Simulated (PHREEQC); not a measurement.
# Brine: speciation

Consider water at 25 °C with 3 mol/kgw NaBr, 0.29 mol/kgw SrCl2 and 4.3e-05 mol/kgw H4SiO4. Closed to the air; pH follows from the charge balance.

The numbers come from PHREEQC with the Pitzer model, pitzer.dat.

Precipitation was switched off in this run.

Problem. Estimate the pH, osmotic coefficient.

Solution. pH 6.34; osmotic coefficient 1.177.

Complexes and solids missing from the database can't appear. In brines, pH and single-ion activities rest on the MacInnes convention.
